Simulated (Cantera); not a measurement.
A closed system holds: 1 mol Si3N4, 0.061 mol C, 9.2 mol N2, equilibrated at 0.0130 bar.

Method: chemical equilibrium by Gibbs-energy minimisation in Cantera with the NASA 1993 tables (ideal gas, pure condensed phases). Candidate condensed phases: C, Si, SiC, Si3N4; 32 gas species. Ions and electrons are included (thermal ionisation). Mutual solubility and eutectic melting of coexisting phases are not modelled. The tables' values for SiN are old estimates; treat these amounts as uncertain. Kinetics and transport are ignored.

x: gas mole fraction; n: condensed amount in mol.

```tsv
T (°C)	x N2	x N	x Si	x e-	n Si(l)	n SiC(s)
1727	0.996	7.90e-9	0.00335	(withheld)	2.90	0.0600
1977	0.949	1.91e-7	0.0456	(withheld)	2.31	0.0217
2227	0.795	2.29e-6	0.195	(withheld)	0	0
2477	0.790	1.87e-5	0.205	(withheld)	0	0
2727	0.787	0.000108	0.208	(withheld)	0	0
2977	0.785	0.000480	0.209	(withheld)	0	0
3227	0.784	0.00172	0.210	(withheld)	0	0
3477	0.780	0.00520	0.209	(withheld)	0	0
3727	0.773	0.0137	0.208	(withheld)	0	0
3977	0.756	0.0319	0.205	(withheld)	0	0
4227	0.723	0.0671	0.200	(withheld)	0	0
4477	0.667	0.128	0.191	(withheld)	0	0
4727	0.581	0.222	0.178	(withheld)	0	0
```

Problem. Fill in the missing entries.

Solution. 
- 1727, x e-: 2.31e-10
- 1977, x e-: 1.31e-8
- 2227, x e-: 2.62e-7
- 2477, x e-: 1.64e-6
- 2727, x e-: 7.87e-6
- 2977, x e-: 3.00e-5
- 3227, x e-: 9.40e-5
- 3477, x e-: 0.000252
- 3727, x e-: 0.000597
- 3977, x e-: 0.00128
- 4227, x e-: 0.00251
- 4477, x e-: 0.00454
- 4727, x e-: 0.00765
